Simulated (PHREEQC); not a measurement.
## Acid rinse or clean

A solution holds 0.14 mol/kgw HBr, 1.7 mol/kgw NaCl and 0.00081 mol/kgw KCl, at 25 °C. Closed to the air; pH follows from the charge balance.

The numbers come from PHREEQC with the Pitzer model, pitzer.dat.

This is a speciation only: nothing precipitates in the calculation.

What pH, density does the model give?

pH 0.74; density 1.069 g/cm³.

In brines, pH and single-ion activities rest on the MacInnes convention.
